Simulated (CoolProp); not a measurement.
R11 at 275.56 K and 0.925 MPa is throttled through a valve to 0.377 MPa with no heat exchange. Each further row changes one setting.

Values from CoolProp's reference Helmholtz-energy equation of state, Jacobsen 1992.

```
case                       temperature change (K)
-------------------------  ----------------------
as stated                                    +0.2
outlet pressure 0.113 MPa                    +0.4
outlet pressure 0.49 MPa                     +0.2
```
